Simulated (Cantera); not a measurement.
Cantera run:

```python
import numpy as np
import cantera as ct

gas_names = [...]  # 114 gases of nasa_gas.yaml made of C, Fe, H, O
cond_names = """
    C(gr) C6H6(L) C7H8(L) C8H18(L),n-octa Fe(a) Fe(c) Fe(d) Fe(L) FeC5O5(L) FeO(s) FeO(L) Fe(OH)2(s)
    Fe(OH)3(s) Fe2O3(s) Fe3O4(s) H2O(s) H2O(L)
""".split()


# ... load() reads the species with a 1 bar reference pressure and builds the phases ...
atoms = {
    'Fe3O4': {'Fe': 3, 'O': 4},
    'CH4': {'C': 1, 'H': 4},
    'H2': {'H': 2},
}
top_T = {'C(gr)': 4500, 'Fe2O3(s)': 1830, 'Fe3O4(s)': 1870}  # K; cautious upper limits of use, not melting points


# ... equilibrate(T, P, feed) seeds the gas with the atoms and calls Mixture.equilibrate('TP', solver="vcs", rtol=1e-11, max_steps=5000) ...
results = []
feed = {'Fe3O4': 1, 'CH4': 4.2, 'H2': 4}  # mol
P = 1600  # Pa
for T in [1823, 1898, 1973, 2048, 2123, 2198, 2273, 2348, 2423]:
    mix = equilibrate(T, P, feed)
    results.append((T, P, feed, dict(zip(mix.species_names, mix.species_moles))))

top = {s: max(r[3][s] / sum(r[3][g] for g in gas_names) for r in results) for s in gas_names}
cols = sorted((s for s in top if top[s] > 1e-05), key=lambda s: -top[s])[:8]
seen = [c for c in cond_names if any(r[3].get(c, 0) > 1e-12 for r in results)]
print("log10 of partial pressures in bar; condensed amounts in mol")
print(f"{'T/K':>10s}" + "".join(f"{s[:9]:>10s}" for s in cols + seen))
for T, P, feed, n in results:
    ng = sum(n[g] for g in gas_names)
    print(f"{T:10.4g}" + "".join(f"{np.log10(max(n[s] / ng * P / 1e5, 1e-99)):10.3f}" for s in cols)
          + "".join(f"{n.get(c, 0):10.4g}" for c in seen))
```

Result:

```
log10 of partial pressures in bar; condensed amounts in mol
       T/K        H2        CO        Fe         H C2H2,acet       C2H      C4H2     C(gr)     Fe(L)
      1823    -1.920    -2.410    -4.390    -4.323    -5.595   -10.014    -9.672    0.1947     2.958
      1898    -1.923    -2.413    -3.964    -4.069    -5.348    -9.380    -9.172    0.1906     2.888
      1973    -1.930    -2.418    -3.572    -3.835    -5.123    -8.796    -8.713    0.1841     2.719
      2048    -1.943    -2.429    -3.210    -3.621    -4.922    -8.259    -8.296    0.1742     2.337
      2123    -1.969    -2.452    -2.875    -3.430    -4.750    -7.768    -7.923    0.1595      1.49
      2198    -2.011    -2.489    -2.614    -3.260    -4.607    -7.319    -7.593    0.1387         0
      2273    -2.021    -2.493    -2.618    -3.086    -4.445    -6.885    -7.257    0.1099         0
      2348    -2.036    -2.498    -2.623    -2.926    -4.298    -6.482    -6.948   0.07159         0
      2423    -2.056    -2.505    -2.630    -2.779    -4.167    -6.108    -6.664   0.02192         0
```

These are equilibrium values from Cantera (NASA tables, ideal gas, pure condensed phases), not measurements of a reactor. Iron dissolves carbon and melts from about 1420 K in contact with it, which pure phases cannot show. Condensed phases not in the tables: cementite and carbon dissolved in iron.
